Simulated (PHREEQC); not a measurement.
Consider water at 65 °C with 0.01 mol MgCl2, 0.0016 mol CO2 and 0.0076 mol MgSO4 per kg of water. Closed to the air; pH follows from the charge balance.

All values are PHREEQC results (ion-association model, phreeqc.dat), not measurements.

Each row changes one thing in this solution. This is a speciation only: nothing precipitates in the calculation.

```tsv
case	pH	ionic strength (mol/kgw)	Mg+2 (mol/kgw)	HCO3- (mol/kgw)	MgHCO3+ (mol/kgw)	(CO2)2 (mol/kgw)
as made	4.59	0.0416	0.0129	3.72e-5	3.75e-6	1.29e-7
temperature from 65 to 60 °C	?	0.0421	0.0130	3.72e-5	3.61e-6	1.16e-7
CO2 from 0.0016 to 0.0024 mol/kgw	4.50	0.0416	0.0129	4.57e-5	4.60e-6	2.93e-7
0.0015 mol/kgw ZnSO4 added	4.59	0.0439	0.0123	3.72e-5	3.52e-6	1.29e-7
MgSO4 left out	4.53	0.0300	0.01000	?	2.67e-6	1.30e-7
0.0005 mol/kgw FeCl3 added	3.33	0.0434	0.0130	2.10e-6	2.12e-7	1.35e-7
temperature from 65 to 75 °C	4.61	0.0405	?	3.70e-5	4.05e-6	?
diluted 10-fold with water	5.08	0.00509	0.00152	9.75e-6	1.73e-7	1.18e-9
CO2 from 0.0016 to 0.00016 mol/kgw	5.10	0.0415	0.0129	1.14e-5	1.15e-6	1.15e-9
```

**Question.** What belongs in the gaps?

**Answer.** 
- temperature from 65 to 60 °C, pH: 4.58
- MgSO4 left out, HCO3- (mol/kgw): 3.16e-5
- temperature from 65 to 75 °C, Mg+2 (mol/kgw): 0.0126
- temperature from 65 to 75 °C, (CO2)2 (mol/kgw): 1.56e-7

Species that the database lacks are ignored. Some of these states are supersaturated (in Hematite (slow to form), Goethite (slow to form), for instance). Away from 25 °C the constants follow the database's enthalpies or fits; those with neither stay at their 25 °C values.
